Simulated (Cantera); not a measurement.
**Transport properties of process gases**

Gas mixture: NO = 0.15 (molar parts), at 750 Torr, frozen composition.

Cantera's kinetic-theory transport with the Lennard-Jones parameters of GRI-Mech 3.0, ideal gas; thermal conductivity in the mixture-averaged form. The composition is frozen, though it would react at the higher temperatures.

```csv
T (K),ρ (kg/m³),cp (J/kg/K),μ (µPa s),λ (mW/m/K),Pr,D (cm²/s) CH3,D (cm²/s) NO,D (cm²/s) H2
400,0.902,998.6,23.1,32.4,0.712,0.375,-135,1.28
550,0.656,1028,28.9,42.0,0.707,0.651,-237,2.19
700,0.516,1067,34.0,51.3,0.707,0.982,-360,3.27
850,0.425,1104,38.6,60.2,0.708,1.36,-502,4.52
1000,0.361,1133,42.9,68.6,0.709,1.79,-660,5.92
1150,0.314,1153,47.0,76.7,0.707,2.26,-836,7.46
1300,0.278,1171,50.9,84.5,0.706,2.77,-1030,9.14
1450,0.249,1186,54.7,91.9,0.706,3.32,-1230,10.9
```
D: mixture-averaged diffusion coefficient of that species in the mixture.
